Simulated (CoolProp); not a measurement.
Computed with CoolProp (reference Helmholtz-energy equation of state, Lemmon 2004). It is a short technical equation, of lower accuracy than the large ones.

Problem. Give the vapour pressure (bar), vapour density (kg/m³), liquid conductivity (mW/(m K)) of saturated n-dodecane at 478.4, 530.7, 556.9 K.

Solution. 
| T (K) | p (bar) | vapour density (kg/m³) | liquid conductivity (mW/(m K)) |
|---|---|---|---|
| 478.4 | 0.773 | 3.52 | 97.2 |
| 530.7 | 2.47 | 11.0 | 87.2 |
| 556.9 | 4.01 | 18.3 | 82.3 |

Thermal conductivity comes from a separate model (Huber 2004).
